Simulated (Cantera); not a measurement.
Cantera run:

```python
import numpy as np
import cantera as ct

gas_names = """
    H HI HNO HNO2 HNO3 HO2 H2 H2O H2O2 I I2 Mg MgH MgI MgI2 MgN MgO MgOH MgO2H2 Mg2 N NH NH2 NH3 NH2OH
    NO NO2 NO3 N2 N2H2 N2H4 N2O O OH O2 O3
""".split()
cond_names = """
    H2O(s) H2O(L) I2(cr) I2(L) Mg(cr) Mg(L) MgI2(s) MgI2(L) MgO(s) MgO(L) MgO2H2(s)
""".split()


# ... load() reads the species with a 1 bar reference pressure and builds the phases ...
atoms = {
    'MgO': {'Mg': 1, 'O': 1},
    'HI': {'H': 1, 'I': 1},
    'N2': {'N': 2},
}
top_T = {}  # K; cautious upper limits of use, not melting points


# ... equilibrate(T, P, feed) seeds the gas with the atoms and calls Mixture.equilibrate('TP', solver="vcs", rtol=1e-11, max_steps=5000) ...
results = []
feed = {'MgO': 1, 'HI': 0.081, 'N2': 0.31}  # mol
T = 1723.15  # K
P = 2700  # Pa
mix = equilibrate(T, P, feed)
results.append((T, P, feed, dict(zip(mix.species_names, mix.species_moles))))
x = sorted(zip(gas.X, gas.species_names), reverse=True)
print(f"T = {T:g} K  P = {P:g} Pa  gas = {mix.phase_moles(0):.4g} mol")
print("   x: " + "  ".join(f"{s} {v:.3e}" for v, s in x if v > 0.001))
print("   condensed (mol): " + ("  ".join(f"{mix.phase(i).name} {mix.phase_moles(i):.4g}"
      for i in range(1, mix.n_phases) if mix.phase_moles(i) > 1e-12) or "none"))
```

Output:

```
T = 1723.15 K  P = 2700 Pa  gas = 0.4283 mol
   x: N2 7.237e-01  I 1.732e-01  H2 8.610e-02  HI 1.146e-02  H2O 2.559e-03  MgI2 1.905e-03
   condensed (mol): MgO(s) 0.9989
```

These are equilibrium values from Cantera (NASA tables, ideal gas, pure condensed phases), not measurements of a reactor.
